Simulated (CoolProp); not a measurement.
Benzene at several states: density (kg/m³) from the reference equation and from simpler models built on Tc = 562.0 K, pc = 49.06 bar, ω = 0.211; each cubic takes its own stable root.

Computed with CoolProp (reference Helmholtz-energy equation of state, Thol 2012).

```tsv
T (K)	p (bar)	phase	reference	van der Waals	Redlich-Kwong	Peng-Robinson
487	58.6	liquid	[?]	[?]	[?]	[?]
518.1	0.203	gas	0.3688	0.3687	0.3688	0.3688
327	1.44	liquid	[?]	[?]	754.9	[?]
```

Q: Some entries are withheld; supply them.

A: 
- 487, reference: 654.4
- 487, van der Waals: 417.4
- 487, Redlich-Kwong: 566.3
- 487, Peng-Robinson: 660.4
- 327, reference: 842.5
- 327, van der Waals: 4.270
- 327, Peng-Robinson: 870.3

At some of these states van der Waals gives the other phase, because its saturation line lies elsewhere.
